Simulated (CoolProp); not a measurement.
Vapour-liquid equilibrium of cyclohexane (1) + n-heptane (2) at 196.15 °C; x and y are mole fractions of (1).

Computed with CoolProp (multi-fluid Helmholtz-energy mixture model, Zhou 2014 and Span 2003; pair parameters Bell 2016).

```csv
x,bubble pressure (bar),y at the bubble point,dew pressure at overall composition x (bar),liquid density (mol/L)
0.05,9.343,0.062,9.308,5.081
0.15,9.691,0.183,9.594,5.229
0.25,10.04,0.297,9.896,5.385
0.35,10.40,0.405,10.21,5.551
0.45,10.75,0.509,10.55,5.726
0.55,11.10,0.607,10.90,5.913
0.65,11.45,0.700,11.26,6.113
0.75,11.80,0.790,11.64,6.325
0.85,12.15,0.876,12.04,6.553
0.95,12.49,0.959,12.45,6.797
```

No azeotrope shows between x = 0.05 and 0.95.

Pair parameters are fitted to limited data, so mixtures are less certain than the pure fluids.
